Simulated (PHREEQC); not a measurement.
Model water analysis in mg/kgw, 25 °C, pH 5.63, pe 8.7: Na 0.252; K 0.0251; Ca 0.0558; Mg 0.00156; Cl 0.354; S(6) as SO4 0.0705; Alkalinity as HCO3 0.221; O(0) (dissolved oxygen) 0.000288; Si as SiO2 0.00552; F 0.000733; Zn 0.000267.

Valence states are taken as typed.

The numbers come from PHREEQC with the ion-association model, phreeqc.dat.

No solid was allowed to form.

### Question
Predict the ionic strength.

### Answer
ionic strength 1.94e-5 mol/kgw.

### Question
In which forms is C present?

### Answer
CO2 84 %, HCO3- 16 % of the C.

Species that the database lacks are ignored. SiF6-2 is the database's only silicon fluoride.
